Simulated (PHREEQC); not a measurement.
**Reverse-osmosis reject (model solution)**

Model water analysis in mg/kgw, 45 °C, pH 6.95, pe 8.7:

```tsv
constituent	mg/kgw
Na	9600
K	25.7
Ca	21.1
Mg	492
Cl	14700
S(6) as SO4	2000
Alkalinity as HCO3	68.8
Ni	25.4
B	10.5
```

Valence states are taken as typed.

Equilibrium calculation in PHREEQC: ion-association model, wateq4f.dat.

No solid was allowed to form.

**Question.** Estimate the activity of water, charge-balance error.

**Answer.** activity of water 0.985; charge-balance error 0.4 %.

**Question.** In which forms is Mg present?

**Answer.** Mg+2 82 %, MgSO4 18 % of the Mg.

In wateq4f.dat the enthalpy of Ni(OH)2 has the wrong sign, so its saturation index can't be trusted away from 25 °C. Away from 25 °C the constants follow the database's enthalpies or fits; those with neither stay at their 25 °C values. The database's nickel carbonate constants are estimates that later reviews lower a good deal.
